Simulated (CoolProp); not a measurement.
Vapour pressure (bar) of n-butane: the reference equation beside estimates from Tc = 152.0 °C, pc = 37.96 bar, ω = 0.201. Clausius-Clapeyron is anchored at 76.85 °C with a constant enthalpy of vaporisation of 17.30 kJ/mol.

The numbers come from the reference Helmholtz-energy equation of state, Bücker 2006 in CoolProp.

| T (°C) | reference | Clausius-Clapeyron | Redlich-Kwong | Peng-Robinson |
|---|---|---|---|---|
| 62.95 | 6.855 | 7.383 | 8.577 | 6.852 |
| 67.55 | 7.644 | 8.027 | 9.453 | 7.645 |
| 72.25 | 8.518 | 8.723 | 10.41 | 8.525 |
| 76.85 | 9.442 | 9.442 | 11.41 | 9.457 |
| 81.55 | 10.46 | 10.22 | 12.50 | 10.48 |
| 86.15 | 11.53 | 11.01 | 13.62 | 11.57 |
| 90.85 | 12.71 | 11.87 | 14.85 | 12.76 |
| 95.55 | 13.98 | 12.77 | 16.14 | 14.04 |

Absolute difference from the reference over all 8 rows, mean and median: Clausius-Clapeyron 4.6 and 4.8 %, Redlich-Kwong 20.2 and 20.2 %, Peng-Robinson 0.2 and 0.2 %.
